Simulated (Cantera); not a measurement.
An adiabatic, constant-volume homogeneous reactor starts with CH3OH : O2 : N2 = 1 : 3.41 : 12.8 (molar parts), at 1325 K and 5930 Torr. Integrator tolerance rtol = 1e-08.

Model: GRI-Mech 3.0 (53 species, 325 reactions), integrated in Cantera. GRI-Mech 3.0 was tuned for natural gas; its chemistry of methanol as a main component is partial and can be far from experiment.

Task: What does this change do: constant pressure in place of constant volume?

Result: 
| quantity | before | after |
|---|---|---|
| time of steepest temperature rise | 0.319 ms | 0.337 ms |
| temperature at 0.600 s | 2480 K | 2265 K |
| equilibrium temperature | 2480 K | 2265 K |
| x(CH3OH) at 0.600 s | <1e-12 (gas-phase equilibrium <1e-12) | <1e-12 (gas-phase equilibrium <1e-12) |
| x(O2) at 0.600 s | 0.0992 (gas-phase equilibrium 0.0992) | 0.102 (gas-phase equilibrium 0.102) |
| x(H2) at 0.600 s | 0.000480 (gas-phase equilibrium 0.000480) | 0.000210 (gas-phase equilibrium 0.000210) |
| x(O) at 0.600 s | 0.00106 (gas-phase equilibrium 0.00106) | 0.000462 (gas-phase equilibrium 0.000462) |
| x(CO) at 0.600 s | 0.00148 (gas-phase equilibrium 0.00148) | 0.000581 (gas-phase equilibrium 0.000581) |
| x(H2O) at 0.600 s | 0.109 (gas-phase equilibrium 0.109) | 0.111 (gas-phase equilibrium 0.111) |

Task: What does this change do: pressure from 5930 Torr to 7500 Torr?

Result: 
```json
[
 {"quantity": "time of steepest temperature rise", "before": "0.319 ms", "after": "0.268 ms"},
 {"quantity": "temperature at 0.600 s", "before": "2480 K", "after": "2483 K"},
 {"quantity": "equilibrium temperature", "before": "2480 K", "after": "2483 K"},
 {"quantity": "x(CH3OH) at 0.600 s", "before": "<1e-12 (gas-phase equilibrium <1e-12)", "after": "<1e-12 (gas-phase equilibrium <1e-12)"},
 {"quantity": "x(O2) at 0.600 s", "before": "0.0992 (gas-phase equilibrium 0.0992)", "after": "0.0992 (gas-phase equilibrium 0.0992)"},
 {"quantity": "x(H2) at 0.600 s", "before": "0.000480 (gas-phase equilibrium 0.000480)", "after": "0.000435 (gas-phase equilibrium 0.000435)"},
 {"quantity": "x(O) at 0.600 s", "before": "0.00106 (gas-phase equilibrium 0.00106)", "after": "0.000960 (gas-phase equilibrium 0.000960)"},
 {"quantity": "x(CO) at 0.600 s", "before": "0.00148 (gas-phase equilibrium 0.00148)", "after": "0.00134 (gas-phase equilibrium 0.00134)"},
 {"quantity": "x(H2O) at 0.600 s", "before": "0.109 (gas-phase equilibrium 0.109)", "after": "0.109 (gas-phase equilibrium 0.109)"}
]
```
